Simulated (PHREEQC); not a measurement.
NaHCO3 is added in steps, without added water, to 1 kg of water holding 0.06 mol/kgw H2SeO3, at 25 °C. No oxygen is let in. The system is closed to CO2. Only these solids could form: Nahcolite, Natron.

Base run: PHREEQC, ion-association model, wateq4f.dat. Each further column changes one thing. The table gives pH.

```json
[
 {"NaHCO3 added (mol)": "0", "base": "2.02", "diluted 10-fold with water": "2.61", "0.0015 mol/kgw H3PO4 added": "2.01", "no solid may form": "2.02"},
 {"NaHCO3 added (mol)": "0.003", "base": "2.09", "diluted 10-fold with water": "3.02", "0.0015 mol/kgw H3PO4 added": "2.08", "no solid may form": "2.09"},
 {"NaHCO3 added (mol)": "0.0045", "base": "2.13", "diluted 10-fold with water": "3.38", "0.0015 mol/kgw H3PO4 added": "2.11", "no solid may form": "2.13"},
 {"NaHCO3 added (mol)": "0.0075", "base": "2.20", "diluted 10-fold with water": "5.71", "0.0015 mol/kgw H3PO4 added": "2.18", "no solid may form": "2.20"},
 {"NaHCO3 added (mol)": "0.009", "base": "2.24", "diluted 10-fold with water": "6.00", "0.0015 mol/kgw H3PO4 added": "2.21", "no solid may form": "2.24"},
 {"NaHCO3 added (mol)": "0.012", "base": "2.31", "diluted 10-fold with water": "6.29", "0.0015 mol/kgw H3PO4 added": "2.28", "no solid may form": "2.31"},
 {"NaHCO3 added (mol)": "0.0135", "base": "2.34", "diluted 10-fold with water": "6.39", "0.0015 mol/kgw H3PO4 added": "2.32", "no solid may form": "2.34"},
 {"NaHCO3 added (mol)": "0.0165", "base": "2.41", "diluted 10-fold with water": "6.53", "0.0015 mol/kgw H3PO4 added": "2.39", "no solid may form": "2.41"},
 {"NaHCO3 added (mol)": "0.018", "base": "2.45", "diluted 10-fold with water": "6.58", "0.0015 mol/kgw H3PO4 added": "2.42", "no solid may form": "2.45"},
 {"NaHCO3 added (mol)": "0.021", "base": "2.52", "diluted 10-fold with water": "6.67", "0.0015 mol/kgw H3PO4 added": "2.49", "no solid may form": "2.52"},
 {"NaHCO3 added (mol)": "0.0225", "base": "2.55", "diluted 10-fold with water": "6.71", "0.0015 mol/kgw H3PO4 added": "2.53", "no solid may form": "2.55"},
 {"NaHCO3 added (mol)": "0.0255", "base": "2.63", "diluted 10-fold with water": "6.78", "0.0015 mol/kgw H3PO4 added": "2.60", "no solid may form": "2.63"},
 {"NaHCO3 added (mol)": "0.027", "base": "2.66", "diluted 10-fold with water": "6.81", "0.0015 mol/kgw H3PO4 added": "2.63", "no solid may form": "2.66"},
 {"NaHCO3 added (mol)": "0.03", "base": "2.74", "diluted 10-fold with water": "6.86", "0.0015 mol/kgw H3PO4 added": "2.70", "no solid may form": "2.74"}
]
```

 H3PO4, which wateq4f.dat lacks, is added to it with the constant of phreeqc.dat.
